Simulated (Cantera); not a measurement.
What does this Cantera script print?

```python
import numpy as np
import cantera as ct

gas_names = """
    C CH CH2 CH3 CH2OH CH3O CH4 CH3OH CO CO2 COOH C2 C2H CHCO,ketyl C2H2,acetylene C2H2,vinylidene
    CH2CO,ketene C2H3,vinyl CH3CO,acetyl C2H4 C2H4O,ethylen CH3CHO,ethanal CH3COOH (HCOOH)2 C2H5 C2H6
    CH3OCH3 C2H5OH C2O C3 C3H3,propargyl C3H4,allene C3H4,propyne C3H4,cyclo- C3H5,allyl C3H6,propylene
    C3H6,cyclo- C3H6O C3H7,n-propyl C3H7,i-propyl C3H8 C3H8O,1propanol C3H8O,2propanol C3O2 C4 C4H2
    C4H4,1,3-cyclo- C4H6,butadiene C4H6,2-butyne C4H6,cyclo- C4H8,1-butene C4H8,cis2-buten
    C4H8,tr2-butene C4H8,isobutene C4H8,cyclo- (CH3COOH)2 C4H9,n-butyl C4H9,i-butyl C4H9,s-butyl
    C4H9,t-butyl C4H10,isobutane C4H10,n-butane C5 C5H6,1,3cyclo- C5H8,cyclo- C5H10,1-pentene
    C5H10,cyclo- C5H11,pentyl C5H11,t-pentyl C5H12,n-pentane C5H12,i-pentane CH3C(CH3)2CH3 C6H2
    C6H5,phenyl C6H5O,phenoxy C6H6 C6H5OH,phenol C6H10,cyclo- C6H12,1-hexene C6H12,cyclo- C6H13,n-hexyl
    C7H7,benzyl C7H8 C7H8O,cresol C7H14,1-heptene C7H15,n-heptyl C7H16,n-heptane C8H8,styrene
    C8H10,ethylbenz C8H16,1-octene C8H17,n-octyl C8H18,isooctane C8H18,n-octane C9H19,n-nonyl
    C10H8,naphthale C10H21,n-decyl C12H9,o-bipheny C12H10,bipheny H HCO HO2 H2 HCHO,formaldehy HCOOH H2O
    H2O2 O OH O2 O3
""".split()
cond_names = """
    C(gr) C6H6(L) C7H8(L) C8H18(L),n-octa H2O(s) H2O(L)
""".split()


def load(file, names, dense=False):
    # The tables refer to 1 bar. Condensed volumes are neglected.
    table = {s.name: s for s in ct.Species.list_from_file(file)}
    out = []
    for n in names:
        d = dict(table[n].input_data)
        d["thermo"] = dict(d["thermo"], **{"reference-pressure": 1e5})
        if dense:
            d["equation-of-state"] = {"model": "constant-volume", "density": "1e6 g/cm^3"}
        out.append(ct.Species.from_dict(d))
    return out


gas = ct.Solution(thermo="ideal-gas", species=load("nasa_gas.yaml", gas_names))
cond = {s.name: ct.Solution(thermo="fixed-stoichiometry", species=[s], name=s.name)
        for s in load("nasa_condensed.yaml", cond_names, dense=True)}
atoms = {
    'C2H2': {'C': 2, 'H': 2},
    'O2': {'O': 2},
    'H2': {'H': 2},
}
top_T = {'C(gr)': 4500}  # K; cautious upper limits of use, not melting points


def equilibrate(T, P, feed):
    n = {}
    for name, mol in feed.items():
        for a, k in atoms[name].items():
            n[a] = n.get(a, 0.0) + k * mol
    gas.TPX = T, P, n
    mass = sum(n.values()) * gas.mean_molecular_weight
    gas.equilibrate("TP")
    valid = [c for c in cond.values() if c.min_temp <= T <= top_T.get(c.name, c.max_temp)]
    mix = ct.Mixture([(gas, mass / gas.mean_molecular_weight)] + [(c, 0.0) for c in valid])
    mix.T, mix.P = T, P
    mix.equilibrate("TP", solver="vcs", rtol=1e-11, max_steps=5000)
    return mix


results = []
feed = {'C2H2': 1, 'O2': 0.65, 'H2': 3.2}  # mol
P = 1000  # Pa
for T in [525, 725, 925, 1125, 1325, 1525, 1725, 1925, 2125, 2325, 2525, 2725]:
    mix = equilibrate(T, P, feed)
    results.append((T, P, feed, dict(zip(mix.species_names, mix.species_moles))))
    x = sorted(zip(gas.X, gas.species_names), reverse=True)
    print(f"T = {T:g} K  P = {P:g} Pa  gas = {mix.phase_moles(0):.4g} mol")
    print("   x: " + "  ".join(f"{s} {v:.3e}" for v, s in x if v > 1e-05))
    print("   condensed (mol): " + ("  ".join(f"{mix.phase(i).name} {mix.phase_moles(i):.4g}"
          for i in range(1, mix.n_phases) if mix.phase_moles(i) > 1e-12) or "none"))
```

Output:

```
T = 525 K  P = 1000 Pa  gas = 3.059 mol
   x: CH4 4.031e-01  H2O 3.651e-01  H2 2.018e-01  CO2 2.983e-02  CO 1.895e-04
   condensed (mol): C(gr) 0.6753
T = 725 K  P = 1000 Pa  gas = 4.648 mol
   x: H2 7.520e-01  H2O 9.358e-02  CO 6.475e-02  CO2 6.067e-02  CH4 2.902e-02
   condensed (mol): C(gr) 1.282
T = 925 K  P = 1000 Pa  gas = 5.47 mol
   x: H2 7.626e-01  CO 2.318e-01  H2O 2.628e-03  CO2 1.615e-03  CH4 1.320e-03
   condensed (mol): C(gr) 0.716
T = 1125 K  P = 1000 Pa  gas = 5.498 mol
   x: H2 7.634e-01  CO 2.363e-01  CH4 1.682e-04  H2O 1.160e-04  CO2 3.263e-05
   condensed (mol): C(gr) 0.6999
T = 1325 K  P = 1000 Pa  gas = 5.5 mol
   x: H2 7.636e-01  CO 2.364e-01  CH4 3.914e-05  H 1.429e-05  H2O 1.299e-05
   condensed (mol): C(gr) 0.6999
T = 1525 K  P = 1000 Pa  gas = 5.5 mol
   x: H2 7.634e-01  CO 2.363e-01  H 2.067e-04  CH4 1.330e-05
   condensed (mol): C(gr) 0.6998
T = 1725 K  P = 1000 Pa  gas = 5.504 mol
   x: H2 7.621e-01  CO 2.362e-01  H 1.621e-03  C2H2,acetylene 7.022e-05
   condensed (mol): C(gr) 0.6992
T = 1925 K  P = 1000 Pa  gas = 5.523 mol
   x: H2 7.560e-01  CO 2.354e-01  H 8.312e-03  C2H2,acetylene 3.462e-04
   condensed (mol): C(gr) 0.6962
T = 2125 K  P = 1000 Pa  gas = 5.587 mol
   x: H2 7.349e-01  CO 2.327e-01  H 3.113e-02  C2H2,acetylene 1.232e-03
   condensed (mol): C(gr) 0.6862
T = 2325 K  P = 1000 Pa  gas = 5.761 mol
   x: H2 6.803e-01  CO 2.256e-01  H 9.073e-02  C2H2,acetylene 3.326e-03  C2H 2.133e-05
   condensed (mol): C(gr) 0.6612
T = 2525 K  P = 1000 Pa  gas = 6.152 mol
   x: H2 5.699e-01  H 2.116e-01  CO 2.113e-01  C2H2,acetylene 6.842e-03  C2H 1.923e-04  C3 7.305e-05  C4H2 3.396e-05  C 2.339e-05
   condensed (mol): C(gr) 0.6109
T = 2725 K  P = 1000 Pa  gas = 6.875 mol
   x: H2 4.020e-01  H 3.956e-01  CO 1.891e-01  C2H2,acetylene 1.036e-02  C3 1.222e-03  C2H 1.132e-03  C 2.836e-04  C2 1.176e-04  C4H2 1.111e-04  C2H2,vinylidene 1.620e-05  CH 1.331e-05
   condensed (mol): C(gr) 0.5093
```

Method: chemical equilibrium by Gibbs-energy minimisation in Cantera with the NASA 1993 tables (ideal gas, pure condensed phases).
